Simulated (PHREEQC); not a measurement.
Dissolve 0.0012 mol HF, 6.8e-05 mol (NH4)2SiF6 and 0.0098 mol Na2HAsO4 per kg of water at 25 °C. Closed to the air; pH follows from the charge balance.

Model: ion-association model, wateq4f.dat, run in PHREEQC.

### Question
The ionic strength comes out as 0.0280 mol/kgw. What activity coefficients do F-, H2AsO4-, HAsO4-2, AsO4-3, Na+ get?

### Answer
F- 0.85, H2AsO4- 0.85, HAsO4-2 0.53, AsO4-3 0.24, Na+ 0.86.

No solid was allowed to form. SiF6-2 is the database's only silicon fluoride.
